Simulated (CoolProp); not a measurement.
Properties of carbonyl sulfide along the isobar 101 kPa.

Computed with CoolProp (reference Helmholtz-energy equation of state, Lemmon 2006). It is a short technical equation, of lower accuracy than the large ones.

```
T (°C)   phase         Z  cp (kJ/(kg K))  cv (kJ/(kg K))  expansivity (1/kK)
------  ------  --------  --------------  --------------  ------------------
-78.15  liquid  0.003036           1.164          0.7201               1.645
-63.45  liquid  0.002894           1.170          0.7111               1.731
-48.65     gas    0.9723          0.6520          0.4948               4.885
-33.95     gas    0.9776          0.6594          0.5065               4.496
-19.15     gas    0.9816          0.6690          0.5191               4.175
-4.45      gas    0.9846          0.6794          0.5317               3.906
10.25      gas    0.9870          0.6902          0.5440               3.674
25.05      gas    0.9889          0.7011          0.5561               3.470
39.75      gas    0.9904          0.7116          0.5677               3.291
54.55      gas    0.9917          0.7220          0.5788               3.130
69.25      gas    0.9927          0.7319          0.5893               2.986
84.05      gas    0.9936          0.7415          0.5994               2.855
```
